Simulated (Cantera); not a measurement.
A perfectly stirred reactor is fed with 85.5 % NO, 14.5 % N2, at 100000 Pa; it is held at 1875 K, and followed from long to short residence time.

Model: GRI-Mech 3.0 (53 species, 325 reactions), integrated in Cantera.

x: mole fraction; the columns are a selection and need not sum to one.

| τ (s) | x NO | x O2 | x N2O | x NO2 | x O | x N2 |
|---|---|---|---|---|---|---|
| 1.6 | 0.454 | 0.200 | 8.45e-5 | 0.000960 | (withheld) | 0.346 |
| 0.65 | 0.600 | 0.126 | 0.000150 | 0.00102 | (withheld) | 0.272 |
| 0.26 | 0.719 | 0.0672 | 0.000219 | 0.000918 | (withheld) | 0.213 |
| 0.10 | 0.793 | 0.0299 | 0.000269 | 0.000729 | (withheld) | 0.176 |
| 0.040 | 0.829 | 0.0125 | 0.000292 | 0.000573 | (withheld) | 0.158 |
| 0.016 | 0.844 | 0.00492 | 0.000294 | 0.000472 | (withheld) | 0.150 |
| 0.0062 | 0.850 | 0.00173 | 0.000274 | 0.000403 | (withheld) | 0.147 |
| 0.0024 | 0.853 | 0.000514 | 0.000227 | 0.000331 | (withheld) | 0.146 |

What belongs in the gaps?


- 1.6, x O: 0.000111
- 0.65, x O: 8.99e-5
- 0.26, x O: 6.86e-5
- 0.10, x O: 5.05e-5
- 0.040, x O: 3.90e-5
- 0.016, x O: 3.23e-5
- 0.0062, x O: 2.79e-5
- 0.0024, x O: 2.36e-5
